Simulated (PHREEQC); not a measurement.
A solution holds 0.0035 mol CO2 and 0.082 mol MgSO4 per kg of water, at 50 °C. Closed to the air; pH follows from the charge balance.

Equilibrium calculation in PHREEQC: ion-association model, wateq4f.dat.

Q: The ionic strength comes out as 0.127 mol/kgw. What activity coefficients do HSO4-, Mg+2, HCO3-, SO4-2, MgHCO3+ get?

A: HSO4- 0.75, Mg+2 0.37, HCO3- 0.77, SO4-2 0.33, MgHCO3+ 0.74.

Precipitation was switched off in this run. Constants without temperature data keep their 25 °C values here.
